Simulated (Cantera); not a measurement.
Cantera run:

```python
import numpy as np
import cantera as ct

gas_names = [...]  # 110 gases of nasa_gas.yaml made of C, H, O
cond_names = """
    C(gr) C6H6(L) C7H8(L) C8H18(L),n-octa H2O(s) H2O(L)
""".split()


# ... load() reads the species with a 1 bar reference pressure and builds the phases ...
atoms = {
    'CH3OH': {'C': 1, 'H': 4, 'O': 1},
    'CO2': {'C': 1, 'O': 2},
    'H2': {'H': 2},
}
top_T = {'C(gr)': 4500}  # K; cautious upper limits of use, not melting points


# ... equilibrate(T, P, feed) seeds the gas with the atoms and calls Mixture.equilibrate('TP', solver="gibbs", rtol=1e-10, max_steps=50000) ...
results = []
feed = {'CH3OH': 1, 'CO2': 0.068, 'H2': 0.4}  # mol
T = 500  # K
for P in [10, 56, 320, 1800, 10000, 56000, 320000, 1800000, 10000000]:
    mix = equilibrate(T, P, feed)
    results.append((T, P, feed, dict(zip(mix.species_names, mix.species_moles))))

top = {s: max(r[3][s] / sum(r[3][g] for g in gas_names) for r in results) for s in gas_names}
cols = sorted((s for s in top if top[s] > 0.001), key=lambda s: -top[s])[:6]
seen = [c for c in cond_names if any(r[3].get(c, 0) > 1e-12 for r in results)]
print("log10 of partial pressures in bar; condensed amounts in mol")
print(f"{'P/Pa':>10s}" + "".join(f"{s[:9]:>10s}" for s in cols + seen))
for T, P, feed, n in results:
    ng = sum(n[g] for g in gas_names)
    print(f"{P:10.4g}" + "".join(f"{np.log10(max(n[s] / ng * P / 1e5, 1e-99)):10.3f}" for s in cols)
          + "".join(f"{n.get(c, 0):10.4g}" for c in seen))
```

Output:

```
log10 of partial pressures in bar; condensed amounts in mol
      P/Pa       CH4        H2       H2O       CO2        CO     C(gr)    H2O(L)
        10    -5.127    -4.263    -4.537    -5.058    -6.921    0.6705         0
        56    -3.996    -3.697    -3.657    -4.429    -6.606    0.5349         0
       320    -3.037    -3.217    -2.827    -3.730    -6.257     0.393         0
      1800    -2.197    -2.797    -2.043    -3.001    -5.892    0.3124         0
     1e+04    -1.414    -2.406    -1.283    -2.264    -5.524    0.2748         0
   5.6e+04    -0.650    -2.024    -0.528    -1.519    -5.151    0.2581         0
   3.2e+05     0.114    -1.642     0.231    -0.763    -4.773    0.2509         0
   1.8e+06     0.867    -1.265     0.983    -0.013    -4.398    0.2479         0
     1e+07     1.882    -0.758     1.363    -0.267    -4.525    0.4277    0.9345
```

Cantera equilibrium calculation (NASA polynomials, part measured and part estimated; ideal gas, pure solids and liquids). The ideal-gas law is rough above about 30 bar.
